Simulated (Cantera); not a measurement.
Feed: 1 mol SiCl₄, 0.34 mol NO, 2.1 mol N₂, at 750 Torr.

Method: chemical equilibrium by Gibbs-energy minimisation in Cantera with the NASA 1993 tables (ideal gas, pure condensed phases). Candidate condensed phases: Si, SiO₂, Si₂N₂O, Si₃N₄; 23 gas species. The tables' values for SiCl₃ are old estimates; treat these amounts as uncertain. The tables hold silica as quartz up to 1696 K and as liquid above; real silica turns to tridymite and cristobalite and melts near 1996 K. Kinetics and transport are ignored.

log p: log10 of the partial pressure in bar; n: condensed amount in mol.

| T (°C) | log p N₂ | log p SiCl₄ | log p Cl | log p Cl₂ | log p SiCl₃ | log p SiCl₂ | log p SiO | n SiO₂(β-quartz) | n SiO₂(condensed) | n SiO₂(l) |
|---|---|---|---|---|---|---|---|---|---|---|
| 1277 | -0.19 | -0.62 | -1.63 | -1.07 | -4.30 | ___ | -9.91 | 0.170 | 0 | 0 |
| 1352 | -0.19 | -0.63 | -1.45 | -1.10 | -3.88 | ___ | -8.84 | 0.170 | 0 | 0 |
| 1427 | -0.19 | -0.63 | -1.29 | -1.15 | -3.48 | ___ | -7.84 | 0 | 0.170 | 0 |
| 1502 | -0.20 | -0.63 | -1.16 | -1.21 | -3.11 | ___ | -6.92 | 0 | 0.170 | 0 |
| 1577 | -0.20 | -0.64 | -1.05 | -1.30 | -2.76 | ___ | -6.06 | 0 | 0.170 | 0 |
| 1652 | -0.21 | -0.65 | -0.96 | -1.40 | -2.43 | ___ | -5.24 | 0 | 0.170 | 0 |
| 1727 | -0.21 | -0.66 | -0.89 | -1.51 | -2.12 | ___ | -4.47 | 0 | 0 | 0.170 |
| 1802 | -0.22 | -0.69 | -0.82 | -1.62 | -1.84 | ___ | -3.75 | 0 | 0 | 0.170 |

Q: What belongs in the gaps?

A: 
- 1277, log p SiCl₂: -7.54
- 1352, log p SiCl₂: -6.76
- 1427, log p SiCl₂: -6.03
- 1502, log p SiCl₂: -5.35
- 1577, log p SiCl₂: -4.71
- 1652, log p SiCl₂: -4.09
- 1727, log p SiCl₂: -3.51
- 1802, log p SiCl₂: -2.97
